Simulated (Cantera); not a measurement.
What does this Cantera script print?

```python
import numpy as np
import cantera as ct

gas_names = """
    H HNO HNO2 HNO3 HO2 H2 H2O H2O2 H2S H2SO4 N NH NH2 NH3 NH2OH NO NO2 NO3 N2 N2H2 N2H4 N2O O OH O2 O3
    S SH SN SO SO2 SO3 S2 S2O S8
""".split()
cond_names = """
    H2O(s) H2O(L) H2SO4(L) S(cr1) S(cr2) S(L)
""".split()


# ... load() reads the species with a 1 bar reference pressure and builds the phases ...
atoms = {
    'N2O': {'N': 2, 'O': 1},
    'SO2': {'S': 1, 'O': 2},
    'H2': {'H': 2},
}
top_T = {}  # K; cautious upper limits of use, not melting points


# ... equilibrate(T, P, feed) seeds the gas with the atoms and calls Mixture.equilibrate('TP', solver="vcs", rtol=1e-11, max_steps=5000) ...
results = []
feed = {'N2O': 1, 'SO2': 0.067, 'H2': 5}  # mol
T = 2100  # K
P = 260000  # Pa
mix = equilibrate(T, P, feed)
results.append((T, P, feed, dict(zip(mix.species_names, mix.species_moles))))
x = sorted(zip(gas.X, gas.species_names), reverse=True)
print(f"T = {T:g} K  P = {P:g} Pa  gas = {mix.phase_moles(0):.4g} mol")
print("   x: " + "  ".join(f"{s} {v:.3e}" for v, s in x if v > 1e-06))
print("   condensed (mol): " + ("  ".join(f"{mix.phase(i).name} {mix.phase_moles(i):.4g}"
      for i in range(1, mix.n_phases) if mix.phase_moles(i) > 1e-12) or "none"))
```

It prints:

```
T = 2100 K  P = 260000 Pa  gas = 6.012 mol
   x: H2 6.330e-01  H2O 1.883e-01  N2 1.663e-01  H2S 8.843e-03  H 1.537e-03  SH 1.336e-03  S2 3.617e-04  SO 1.121e-04  S 7.001e-05  SO2 5.617e-05  OH 5.446e-05  NH3 9.152e-06  S2O 1.133e-06  NO 1.091e-06
   condensed (mol): none
```

These are equilibrium values from Cantera (NASA tables, ideal gas, pure condensed phases), not measurements of a reactor.
